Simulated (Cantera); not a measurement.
Charge: 1 mol HgO, 0.53 mol H2, equilibrated at 1623 K and 2.70 bar.

Cantera equilibrium calculation (NASA polynomials, part measured and part estimated; ideal gas, pure solids and liquids). Candidate condensed phases: H2O, Hg, HgO; 10 gas species. Kinetics and transport are ignored.

Base state: Hg 0.567, H2O 0.300, O2 0.133, OH 0.000254 (mole fractions); condensed: gas only.

Problem. What changes in the equilibrium state with this change: H2 from 0.53 to 2.1 mol?

Solution. 
| species | before | after |
|---|---|---|
| H2 | 4.34e-6 | 0.355 |
| Hg | 0.567 | 0.323 |
| H2O | 0.300 | 0.323 |
| O2 | 0.133 | <1e-9 |
| H | 8.76e-8 | 2.51e-5 |
| OH | 0.000254 | 9.54e-7 |

Problem. What changes in the equilibrium state with this change: H2 from 0.53 to 24 mol?

Solution. 
```tsv
species	before	after
H2	4.34e-6	0.920
Hg	0.567	0.0400
H2O	0.300	0.0400
O2	0.133	<1e-9
OH	0.000254	7.34e-8
H	8.76e-8	4.03e-5
```
